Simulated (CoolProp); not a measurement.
Vapour-liquid equilibrium of R22 (1) + methanol (2) at 275 K; x and y are mole fractions of (1).

Computed with CoolProp (multi-fluid Helmholtz-energy mixture model, Kamei 1995 and de Reuck 1993; pair parameters Bell 2016).

```tsv
x	bubble pressure, mixture model (kPa)	bubble pressure, Raoult's law (kPa)	y, mixture model	y, Raoult's law
0.05	49.94	30.76	0.912	0.859
0.125	110.8	70.07	0.962	0.943
0.2	164.1	109.4	0.975	0.967
0.275	210.8	148.7	0.982	0.978
0.35	251.9	188.0	0.985	0.984
0.425	288.4	227.3	0.988	0.988
0.5	321.1	266.6	0.990	0.991
0.575	351.0	305.9	0.991	0.994
0.65	379.2	345.2	0.993	0.995
0.725	406.8	384.5	0.994	0.997
0.8	435.2	423.8	0.995	0.998
0.875	466.0	463.1	0.997	0.999
0.95	501.3	502.4	0.999	1.000
```

The largest gap from Raoult's law is +62.4 % in bubble pressure, at x = 0.05. No azeotrope shows between x = 0.05 and 0.95.

Pair parameters are fitted to limited data, so mixtures are less certain than the pure fluids. With so large a gap from Raoult's law the liquid may split in two, which this calculation doesn't test in full.
